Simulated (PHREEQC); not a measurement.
A solution holds 0.0495 mol/kgw NaHCO3 and 0.18 mol/kgw NaOH, at 25 °C. Closed to the air; pH follows from the charge balance.

Model: ion-association model, wateq4f.dat, run in PHREEQC.

The pH is 12.96 and the ionic strength is 0.227 mol/kgw. The activity of water is 0.993. The total alkalinity is 230 meq/kg.

```
species  molality  activity   log γ
-------  --------  --------  ------
Na+         0.203     0.150  -0.132
OH-         0.131    0.0909  -0.157
NaCO3-     0.0262    0.0193  -0.132
CO3-2      0.0233   0.00693  -0.527
HCO3-     2.19e-5   1.62e-5  -0.132
NaHCO3    1.29e-6   1.36e-6   0.023
```

No solid was allowed to form. Species that the database lacks are ignored.
